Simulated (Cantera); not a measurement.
A freely propagating, adiabatic, planar premixed flame of H2 : O2 : N2 : H2O = 1 : 0.217 : 0.817 : 0.57 (molar parts), equivalence ratio 2.3, unburnt at 600 K and 100.0 Torr; mixture-averaged transport, grid criteria slope 0.08 and curve 0.16, no radiation.

Cantera simulation using the H2/O2 subset of GRI-Mech 3.0, which has no nitrogen chemistry; the numbers are that mechanism's predictions, not measurements. Burning velocities carry a grid error of a few per cent, more on coarse grids.

Q: What does this change do: inlet temperature 600 to 550 K?

A: 
| quantity | before | after |
|---|---|---|
| laminar burning velocity | 515 cm/s | 433 cm/s |
| thermal thickness | 5.57 mm | 5.32 mm |
| peak x(H) | 0.0717 | 0.0671 |
| peak x(O) | 0.00205 | 0.00186 |
| peak x(HO2) | 7.68e-5 | 9.08e-5 |
